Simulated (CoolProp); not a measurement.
Vapour-liquid equilibrium of carbon monoxide (1) + methane (2) at 4.99 bar; x and y are mole fractions of (1).

The numbers come from the multi-fluid Helmholtz-energy mixture model, Lemmon 2006 and Setzmann 1991; pair parameters Kunz 2012 in CoolProp.

| x | bubble temperature, mixture model (K) | bubble temperature, Raoult's law (K) | y, mixture model | y, Raoult's law |
|---|---|---|---|---|
| 0.05 | 130.0 | 129.9 | 0.275 | 0.305 |
| 0.15 | 121.3 | 122.0 | 0.612 | 0.625 |
| 0.25 | 115.0 | 116.5 | 0.775 | 0.778 |
| 0.35 | 110.6 | 112.3 | 0.858 | 0.861 |
| 0.45 | 107.4 | 109.1 | 0.904 | 0.910 |
| 0.55 | 105.2 | 106.5 | 0.932 | 0.942 |
| 0.65 | 103.4 | 104.3 | 0.951 | 0.963 |
| 0.75 | 102.0 | 102.5 | 0.966 | 0.978 |
| 0.85 | 100.7 | 100.9 | 0.979 | 0.989 |
| 0.95 | 99.5 | 99.5 | 0.993 | 0.997 |

The largest gap from Raoult's law is -1.7 K in bubble temperature, at x = 0.35. No azeotrope shows between x = 0.05 and 0.95.

The pair parameters rest on a limited set of measurements; away from them the model extrapolates. The gap from Raoult's law changes sign with composition, which may be real or a fault of the pair parameters; it wasn't checked against measurements.
